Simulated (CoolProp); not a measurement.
Properties of toluene along the isobar 2.36 MPa (Tc = 591.7 K, pc = 4.126 MPa, ω = 0.266).

The numbers come from the reference Helmholtz-energy equation of state, Lemmon 2006 in CoolProp. It is a short technical equation, of lower accuracy than the large ones.

| T (K) | phase | density (kg/m³) | cp (kJ/(kg K)) | cv (kJ/(kg K)) | isothermal compressibility (1/MPa) | expansivity (1/kK) | fugacity coefficient |
|---|---|---|---|---|---|---|---|
| 218.2 | liquid | 937.5 | 1.500 | 1.066 | 0.0005300 | 0.9942 | 4.562e-6 |
| 237.8 | liquid | 919.4 | 1.536 | 1.104 | 0.0006013 | 1.002 | 3.057e-5 |
| 257.4 | liquid | 901.4 | 1.582 | 1.150 | 0.0006834 | ___ | 0.0001466 |
| 276.9 | liquid | 883.5 | 1.635 | 1.202 | 0.0007784 | 1.036 | 0.0005393 |
| 296.5 | liquid | 865.5 | 1.694 | 1.258 | 0.0008903 | 1.064 | 0.001630 |
| 316.1 | liquid | 847.4 | 1.757 | 1.318 | 0.001023 | 1.098 | 0.004186 |
| 335.7 | liquid | 829.0 | 1.824 | 1.379 | 0.001183 | 1.140 | 0.009412 |
| 355.2 | liquid | 810.4 | 1.892 | 1.440 | 0.001376 | 1.191 | 0.01891 |
| 374.8 | liquid | 791.2 | 1.964 | 1.502 | 0.001616 | ___ | 0.03484 |
| 394.4 | liquid | 771.5 | 2.037 | 1.564 | 0.001919 | 1.331 | 0.05947 |
| 413.9 | liquid | 751.0 | 2.111 | 1.626 | 0.002309 | 1.426 | ___ |

### Question
Complete the blanks.

### Answer

- 257.4, expansivity (1/kK): 1.016
- 374.8, expansivity (1/kK): 1.254
- 413.9, fugacity coefficient: 0.09493
